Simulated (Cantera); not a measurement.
Standard-state values (1 bar) from the NASA 1993 polynomials, evaluated with Cantera. Values are per mole of reaction as written; species without (g) are pure solids or liquids, kept so even where they would boil at 1 bar.

Between 300 and 2100 K, where is each reaction favourable under standard conditions?
- N2O(g) + 3 H2O(g) + 4 V2O3 ⇌ 4 V2O4 + 2 NH3(g)
- 2 VO2(g) + 2 OH(g) ⇌ V2O5 + H2O(g)


- N2O(g) + 3 H2O(g) + 4 V2O3 ⇌ 4 V2O4 + 2 NH3(g): ΔG° is -168 kJ at 300 K and 235 kJ at 2100 K; it changes sign between 300 and 1700 K. ΔH° is 250 kJ and ΔS° 7 J/K at 2100 K.
- 2 VO2(g) + 2 OH(g) ⇌ V2O5 + H2O(g): ΔG° is -1232 kJ at 300 K and -364 kJ at 2100 K; it stays negative (K > 1). ΔH° is -1248 kJ and ΔS° -421 J/K at 2100 K.
